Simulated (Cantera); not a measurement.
A closed system holds: 1 mol FeS₂, 0.11 mol SO₂, 3 mol N₂, at 0.110 bar.

Method: chemical equilibrium by Gibbs-energy minimisation in Cantera with the NASA 1993 tables (ideal gas, pure condensed phases). Candidate condensed phases: Fe, FeO, FeS, FeSO₄, FeS₂, Fe₂O₃, Fe₂(SO₄)₃, Fe₃O₄, S; 19 gas species. FeS: taken at fixed stoichiometry. Gases not in the tables: S₃ to S₇. The numbers say what is thermodynamically allowed, not how fast it happens.

Which condensed phases are stable at each of these points (T (K)): 748, 773, 798, 823, 848, 873, 898?


| T (K) | condensed phases | Fe condensed (%) |
|---|---|---|
| 748 | FeS₂(s) + Fe₃O₄(s) | 100.0 |
| 773 | FeS₂(s) + Fe₃O₄(s) | 100.0 |
| 798 | FeS₂(s) + Fe₃O₄(s) | 100.0 |
| 823 | FeS(s) + FeS₂(s) | 100.0 |
| 848 | FeS(s) + FeS₂(s) | 100.0 |
| 873 | FeS(s) + FeS₂(s) | 100.0 |
| 898 | FeS(s) + FeS₂(s) | 100.0 |

From 748 K to 798 K the condensed part is FeS₂(s) + Fe₃O₄(s). From 823 K to 898 K the condensed part is FeS(s) + FeS₂(s).
